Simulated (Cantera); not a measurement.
A closed system holds: 1 mol Cu₂O, 260 mol H₂, held at 1.33 mbar.

These are equilibrium values from Cantera (NASA tables, ideal gas, pure condensed phases), not measurements of a reactor. Candidate condensed phases: Cu, CuO, Cu(OH)₂, Cu₂O, H₂O; 12 gas species. Kinetics and transport are ignored.

**Question.** Which condensed phases are stable at each of these points (T (K)): 675, 825, 975, 1125, 1275, 1425, 1575, 1725, 1875, 2025?

**Answer.** 
```tsv
T (K)	condensed phases	Cu condensed (%)
675	Cu(s)	100.0
825	Cu(s)	100.0
975	Cu(s)	100.0
1125	Cu(s)	100.0
1275	Cu(s)	99.2
1425	Cu(l)	78.8
1575	gas only	0.0
1725	gas only	0.0
1875	gas only	0.0
2025	gas only	0.0
```

From 675 K to 1275 K the condensed part is Cu(s). At 1425 K the condensed part is Cu(l). From 1575 K to 2025 K nothing is condensed.
